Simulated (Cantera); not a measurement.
Charge: 1 mol SiCl4, 1.8 mol NH3, 40 mol H2, held at 13300 Pa.

Equilibrium computed with Cantera from the NASA thermochemical tables; the gas is ideal and each condensed phase is pure. Candidate condensed phases: NH4Cl, Si, Si3N4; 28 gas species. Gases not in the tables: Si2H6 and higher silanes. Equilibrium is a limit: real reactors are often held back by kinetics, nucleation or transport.

Problem. Which condensed phases are stable at each of these points (T (K)): 898, 1048, 1198, 1348, 1498, 1648, 1798?

Solution. 
| T (K) | condensed phases | Si condensed (%) |
|---|---|---|
| 898 | Si3N4(s) | 97.5 |
| 1048 | Si3N4(s) | 98.5 |
| 1198 | Si3N4(s) | 98.7 |
| 1348 | Si3N4(s) | 96.8 |
| 1498 | Si3N4(s) | 84.7 |
| 1648 | Si3N4(s) | 53.5 |
| 1798 | Si(l) | 39.9 |

From 898 K to 1648 K the condensed part is Si3N4(s). At 1798 K the condensed part is Si(l).
